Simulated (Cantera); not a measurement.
A perfectly stirred reactor is fed with CH4 : H2 : N2 = 0.017 : 1 : 0.00013 (molar parts), at 0.128 atm; it is held at 1600 K, and followed from long to short residence time.

Cantera simulation using GRI-Mech 3.0 (53 species, 325 reactions); the numbers are that mechanism's predictions, not measurements. GRI-Mech 3.0 stops at C3 and has no aromatics, soot or wall deposition, so with more carbon than oxygen in the feed, carbon stays in small species such as C2H2 where larger ones or solid carbon would form.

x: mole fraction; the columns are a selection and need not sum to one.

```tsv
τ (s)	x CH4	x H2	x H	x C2H4	x CH2	x CH3
7.9	0.00883	0.987	0.000147	[?]	3.67e-9	2.67e-5
3.0	0.0115	0.986	0.000145	[?]	4.66e-9	3.43e-5
1.1	0.0139	0.984	0.000143	[?]	5.50e-9	4.11e-5
0.41	0.0154	0.984	0.000141	[?]	5.93e-9	4.50e-5
0.15	0.0162	0.983	0.000138	[?]	5.91e-9	4.60e-5
0.057	0.0165	0.983	0.000129	[?]	5.32e-9	4.41e-5
0.021	0.0166	0.983	0.000109	[?]	3.83e-9	3.75e-5
0.0079	0.0167	0.983	7.27e-5	[?]	1.71e-9	2.50e-5
0.0029	0.0167	0.983	3.37e-5	[?]	3.70e-10	1.16e-5
0.0011	0.0167	0.983	1.34e-5	[?]	5.87e-11	4.64e-6
0.00041	0.0167	0.983	5.01e-6	5.08e-10	8.30e-12	1.75e-6
```

Question: What belongs in the gaps?

Answer: 
- 7.9, x C2H4: 5.66e-5
- 3.0, x C2H4: 4.02e-5
- 1.1, x C2H4: 2.57e-5
- 0.41, x C2H4: 1.67e-5
- 0.15, x C2H4: 1.17e-5
- 0.057, x C2H4: 8.74e-6
- 0.021, x C2H4: 5.40e-6
- 0.0079, x C2H4: 1.76e-6
- 0.0029, x C2H4: 1.76e-7
- 0.0011, x C2H4: 1.01e-8
